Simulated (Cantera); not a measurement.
## Fe + H2O + N2 (chemical vapour transport)

Input: 1 mol Fe, a varied amount of H2O, 0.59 mol N2, held at 1173.15 K and 15000 Pa.

Cantera equilibrium calculation (NASA polynomials, part measured and part estimated; ideal gas, pure solids and liquids). Candidate condensed phases: Fe, FeO, Fe(OH)2, Fe(OH)3, Fe2O3, Fe3O4, H2O; 27 gas species. Mutual solubility and eutectic melting of coexisting phases are not modelled. The tables' stoichiometric FeO is somewhat more stable than real wüstite, so its field is too wide. FeO: taken at fixed stoichiometry. Equilibrium is a limit: real reactors are often held back by kinetics, nucleation or transport.

From 0.13 mol H2O to 1.2 mol H2O the condensed part is Fe(α) + FeO(s). From 1.5 mol H2O to 2.5 mol H2O the condensed part is FeO(s). The main Fe-bearing gas is Fe(OH)2 throughout.

```
n(H2O) (mol)  log p N2  log p H2  log p H2O  log p NH3  log p H  log p Fe(OH)2  n Fe(α)  n FeO(s)
------------  --------  --------  ---------  ---------  -------  -------------  -------  --------
0.13             -0.91     -1.67      -2.25      -6.62    -7.76          -8.80    0.897     0.103
0.48             -1.08     -1.27      -1.85      -6.11    -7.56          -8.41    0.620     0.380
0.82             -1.20     -1.16      -1.74      -6.01    -7.51          -8.29    0.351     0.649
1.2              -1.31     -1.10      -1.68      -5.96    -7.48          -8.23   0.0501     0.950
1.5              -1.37     -1.14      -1.45      -6.07    -7.50          -8.00        0      1.00
1.9              -1.45     -1.22      -1.27      -6.22    -7.54          -7.82        0      1.00
2.2              -1.50     -1.27      -1.19      -6.32    -7.56          -7.74        0      1.00
2.5              -1.54     -1.31      -1.14      -6.41    -7.58          -7.69        0      1.00
```
log p: log10 of the partial pressure in bar; n: condensed amount in mol.
